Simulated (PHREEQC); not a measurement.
Consider water at 25 °C with 36 mmol/kgw NaBF4 and 0.22 mmol/kgw NaHCO3. Closed to the air; pH follows from the charge balance.

Equilibrium calculation in PHREEQC: ion-association model, wateq4f.dat.

This is a speciation only: nothing precipitates in the calculation.

Q: Predict the pH, ionic strength.

A: pH 2.85; ionic strength 0.0378 mol/kgw.

Q: In which forms is B present?

A: BF4- 89 %, BF3OH- 6.2 %, H3BO3 3.5 %, BF2(OH)2- 1.6 % of the B.

Real BF4- forms and hydrolyses slowly; the run takes it at equilibrium.
